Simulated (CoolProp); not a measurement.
Properties of hexamethyldisiloxane (MM) along the isobar 87.5 bar.

Computed with CoolProp (reference Helmholtz-energy equation of state, Thol 2016).

```json
[
 {"T (K)": "421.7", "phase": "liquid", "density (kg/m³)": "647.8", "cv (kJ/(kg K))": "?", "expansivity (1/kK)": "?", "fugacity coefficient": "0.06265"},
 {"T (K)": "450", "phase": "liquid", "density (kg/m³)": "616.7", "cv (kJ/(kg K))": "1.912", "expansivity (1/kK)": "1.826", "fugacity coefficient": "0.1024"},
 {"T (K)": "478.3", "phase": "liquid", "density (kg/m³)": "584.0", "cv (kJ/(kg K))": "1.977", "expansivity (1/kK)": "2.025", "fugacity coefficient": "0.1536"},
 {"T (K)": "506.7", "phase": "liquid", "density (kg/m³)": "549.5", "cv (kJ/(kg K))": "2.039", "expansivity (1/kK)": "2.268", "fugacity coefficient": "0.2151"},
 {"T (K)": "535", "phase": "supercritical", "density (kg/m³)": "513.3", "cv (kJ/(kg K))": "2.099", "expansivity (1/kK)": "?", "fugacity coefficient": "0.2842"},
 {"T (K)": "563.3", "phase": "supercritical", "density (kg/m³)": "475.4", "cv (kJ/(kg K))": "2.156", "expansivity (1/kK)": "2.879", "fugacity coefficient": "?"},
 {"T (K)": "591.7", "phase": "supercritical", "density (kg/m³)": "?", "cv (kJ/(kg K))": "2.212", "expansivity (1/kK)": "?", "fugacity coefficient": "?"},
 {"T (K)": "620", "phase": "supercritical", "density (kg/m³)": "396.5", "cv (kJ/(kg K))": "2.264", "expansivity (1/kK)": "3.474", "fugacity coefficient": "0.5076"}
]
```

### Question
Complete the blanks.

### Answer

- 421.7, cv (kJ/(kg K)): 1.846
- 421.7, expansivity (1/kK): 1.663
- 535, expansivity (1/kK): 2.554
- 563.3, fugacity coefficient: 0.3580
- 591.7, density (kg/m³): 436.0
- 591.7, expansivity (1/kK): 3.211
- 591.7, fugacity coefficient: 0.4337
